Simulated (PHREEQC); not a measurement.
Solution (25 °C): 0.11 mol/kgw HCl, 8.6e-05 mol/kgw Li2SO4 and 0.073 mol/kgw MnSO4. Closed to the air; pH follows from the charge balance.

All values are PHREEQC results (ion-association model, phreeqc.dat), not measurements.

Precipitation was switched off in this run.

Task: Order these Cl species by the share of Cl that they hold, largest first: MnCl+, MnCl2, Cl-.

Result: Cl- (94 %), MnCl+ (5.9 %), MnCl2 (0.25 %)

Task: Order these Mn species by the share of Mn that they hold, largest first: Mn+2, MnSO4, MnCl2, MnCl+.

Result: Mn+2 (72 %), MnSO4 (19 %), MnCl+ (8.9 %), MnCl2 (0.19 %)

The pH is 1.25 and the ionic strength 0.254 mol/kgw. Species that the database lacks are ignored.
